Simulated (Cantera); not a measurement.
# C2H5OH + CO2 + H2 (carbon deposition, reforming and gasification)

A closed system holds: 1 mol C2H5OH, 0.89 mol CO2, 0.8 mol H2, held at 5.50 bar.

Method: chemical equilibrium by Gibbs-energy minimisation in Cantera with the NASA 1993 tables (ideal gas, pure condensed phases). Candidate condensed phases: C, C6H6, C7H8, C8H18, H2O; 110 gas species. Kinetics and transport are ignored.

From 1150 K to 2050 K the condensed part is C(graphite). The main C-bearing gas is CO throughout.

```json
[
 {"T (K)": "1150", "log p H2": "0.46", "log p CO": "0.30", "log p H2O": "-0.57", "log p CH4": "-0.71", "log p CO2": "-0.80", "log p H": "-6.90", "n C(graphite)": "0.362"},
 {"T (K)": "1250", "log p H2": "0.48", "log p CO": "0.35", "log p H2O": "-0.99", "log p CH4": "-1.00", "log p CO2": "-1.32", "log p H": "-6.08", "n C(graphite)": "0.166"},
 {"T (K)": "1350", "log p H2": "0.49", "log p CO": "0.36", "log p H2O": "-1.39", "log p CH4": "-1.26", "log p CO2": "-1.81", "log p H": "-5.38", "n C(graphite)": "0.111"},
 {"T (K)": "1450", "log p H2": "0.49", "log p CO": "0.37", "log p H2O": "-1.74", "log p CH4": "-1.49", "log p CO2": "-2.25", "log p H": "-4.78", "n C(graphite)": "0.0998"},
 {"T (K)": "1550", "log p H2": "0.50", "log p CO": "0.37", "log p H2O": "-2.05", "log p CH4": "-1.70", "log p CO2": "-2.63", "log p H": "-4.25", "n C(graphite)": "0.0992"},
 {"T (K)": "1650", "log p H2": "0.50", "log p CO": "0.37", "log p H2O": "-2.33", "log p CH4": "-1.88", "log p CO2": "-2.97", "log p H": "-3.79", "n C(graphite)": "0.101"},
 {"T (K)": "1750", "log p H2": "0.50", "log p CO": "0.37", "log p H2O": "-2.57", "log p CH4": "-2.04", "log p CO2": "-3.26", "log p H": "-3.38", "n C(graphite)": "0.102"},
 {"T (K)": "1850", "log p H2": "0.50", "log p CO": "0.37", "log p H2O": "-2.78", "log p CH4": "-2.18", "log p CO2": "-3.52", "log p H": "-3.02", "n C(graphite)": "0.102"},
 {"T (K)": "1950", "log p H2": "0.50", "log p CO": "0.37", "log p H2O": "-2.98", "log p CH4": "-2.31", "log p CO2": "-3.75", "log p H": "-2.69", "n C(graphite)": "0.101"},
 {"T (K)": "2050", "log p H2": "0.50", "log p CO": "0.37", "log p H2O": "-3.15", "log p CH4": "-2.43", "log p CO2": "-3.96", "log p H": "-2.39", "n C(graphite)": "0.0982"}
]
```
log p: log10 of the partial pressure in bar; n: condensed amount in mol.
